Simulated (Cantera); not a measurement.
Feed: 1 mol SiCl4, 0.019 mol HCl, a varied amount of H2, at 1498.15 K and 1.00 bar.

These are equilibrium values from Cantera (NASA tables, ideal gas, pure condensed phases), not measurements of a reactor. Candidate condensed phases: Si; 19 gas species. The tables' values for SiCl3 are old estimates; treat these amounts as uncertain. The numbers say what is thermodynamically allowed, not how fast it happens.

x: gas mole fraction; n: condensed amount in mol.

| n(H2) (mol) | x H2 | x HCl | x SiCl2 | x SiCl3 | x SiCl4 | n Si(s) |
|---|---|---|---|---|---|---|
| 14 | 0.840 | 0.0974 | 0.0362 | 0.00970 | 0.00829 | 0.0176 |
| 20 | 0.875 | 0.0839 | 0.0258 | 0.00582 | 0.00420 | 0.106 |
| 26 | 0.897 | 0.0739 | 0.0196 | 0.00385 | 0.00242 | 0.180 |
| 33 | 0.913 | ___ | ___ | 0.00256 | ___ | ___ |
| 39 | 0.924 | ___ | ___ | 0.00189 | ___ | ___ |
| 45 | 0.932 | 0.0543 | 0.0102 | 0.00144 | 0.000653 | 0.355 |
| 52 | 0.939 | 0.0496 | 0.00839 | 0.00108 | 0.000445 | 0.403 |
| 58 | 0.944 | 0.0461 | 0.00723 | 0.000865 | 0.000330 | 0.438 |
| 64 | 0.949 | 0.0431 | 0.00629 | 0.000702 | 0.000250 | 0.470 |

### Question
What belongs in the gaps?

### Answer

- 33, x HCl: 0.0652
- 33, x SiCl2: 0.0149
- 33, x SiCl4: 0.00141
- 33, n Si(s): 0.254
- 39, x HCl: 0.0592
- 39, x SiCl2: 0.0122
- 39, x SiCl4: 0.000938
- 39, n Si(s): 0.308
